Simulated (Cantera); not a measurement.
# Thermodynamics of boron, boron nitride and boron oxide, feed B₂O₃ + H₂O + H₂

Input: 1 mol B₂O₃, 2.6 mol H₂O, 190 mol H₂, held at 0.0133 bar.

Method: chemical equilibrium by Gibbs-energy minimisation in Cantera with the NASA 1993 tables (ideal gas, pure condensed phases). Candidate condensed phases: B, B₂O₃, B₃O₃H₃, H₂O; 23 gas species. Gases not in the tables: H₃BO₃. The numbers say what is thermodynamically allowed, not how fast it happens.

```tsv
T (°C)	x H₂	x H₂O	x HBO₂	x H	x HBO	x B₂O₃	x BO	x B₂O₂	n B₂O₃(l)
1052	0.984	0.0116	0.00385	1.41e-5	5.22e-5	2.75e-5	2.57e-8	3.53e-8	0.618
1102	0.983	0.0104	0.00634	2.94e-5	0.000141	9.86e-5	1.34e-7	2.18e-7	0.354
1152	0.981	0.00891	0.00939	5.85e-5	0.000346	0.000294	6.03e-7	1.13e-6	0
1202	0.981	0.00906	0.00921	0.000111	0.000465	0.000323	1.43e-6	1.76e-6	0
1252	0.981	0.00923	0.00902	0.000203	0.000609	0.000348	3.17e-6	2.64e-6	0
1302	0.980	0.00942	0.00880	0.000356	0.000778	0.000369	6.64e-6	3.79e-6	0
1352	0.980	0.00964	0.00856	0.000605	0.000971	0.000385	1.32e-5	5.25e-6	0
1402	0.979	0.00988	0.00831	0.000995	0.00119	0.000397	2.49e-5	7.02e-6	0
1452	0.978	0.0101	0.00803	0.00159	0.00142	0.000403	4.49e-5	9.08e-6	0
1502	0.977	0.0104	0.00774	0.00248	0.00167	0.000403	7.76e-5	1.14e-5	0
```
x: gas mole fraction; n: condensed amount in mol.

From 1052 °C to 1102 °C the condensed part is B₂O₃(l). From 1152 °C to 1502 °C nothing is condensed.
